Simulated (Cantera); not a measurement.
Input: 1 mol Ta2O5, 1 mol H2, held at 1800 °C and 0.100 bar.

These are equilibrium values from Cantera (NASA tables, ideal gas, pure condensed phases), not measurements of a reactor. Candidate condensed phases: H2O, Ta, Ta2O5; 12 gas species. Mutual solubility and eutectic melting of coexisting phases are not modelled. Condensed phases not in the tables: N, O or C dissolved in the metal. Rates play no part.

Base state: H2 0.989, H 0.00828, H2O 0.00244, TaO2 3.51e-5 (mole fractions); condensed: Ta(s) + Ta2O5(l).

Task: What changes in the equilibrium state with this change: temperature from 1800 °C to 1302 °C?

Result: 
```tsv
species	before	after
H2	0.989	1.000
H2O	0.00244	0.000167
H	0.00828	0.000131
TaO2	3.51e-5	<1e-9
Ta(s), mol	0.000969	0
Ta2O5(l), mol	0.999	0
Ta2O5(s), mol	0	1.000
```

Task: What changes in the equilibrium state with this change: temperature from 1800 °C to 1852 °C?

Result: 
```
species          before    after
-------------  --------  -------
H2                0.989    0.986
H               0.00828   0.0114
H2O             0.00244  0.00288
TaO2            3.51e-5  7.39e-5
TaO             6.75e-6  1.47e-5
Ta(s), mol     0.000969  0.00114
Ta2O5(l), mol     0.999    0.999
```
